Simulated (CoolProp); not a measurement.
The numbers come from the reference Helmholtz-energy equation of state, Span 2000 in CoolProp.

Task: For nitrogen, give the phase and the density (kg/m³), Joule-Thomson coefficient (K/MPa), expansivity (1/kK), Prandtl number at -190.05 °C and 0.0955 MPa.

Result: 
- -190.05 °C and 0.0955 MPa: gas; density 4.00, Joule-Thomson coefficient 23.2, expansivity 13.3, Prandtl number 0.828

Viscosity comes from a separate model (Lemmon 2004). Thermal conductivity comes from a separate model (Lemmon 2004).
